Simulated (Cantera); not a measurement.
## Si + SF6 + N2 (silicon etching in halogen gases)

Input: 1 mol Si, 1.6 mol SF6, 37 mol N2, held at 550 K and 133 Pa.

Cantera equilibrium calculation (NASA polynomials, part measured and part estimated; ideal gas, pure solids and liquids). Candidate condensed phases: S, Si, Si3N4; 29 gas species. The tables' values for S2F2 (SSF2) are old estimates; treat these amounts as uncertain. Kinetics and transport are ignored.

The x(N2) is 0.942 and the x(SiF4) is 0.0255. The x(SF6) comes out as 0.0158 and the x(S2F2 (SSF2)) is 0.00866. The x(SF4) is 0.00763 and the gas amount is 39.26 mol. The log10 activity of S(l) (absent) is -6.01. The log10 activity of Si(s) (absent) comes out as -86.30.
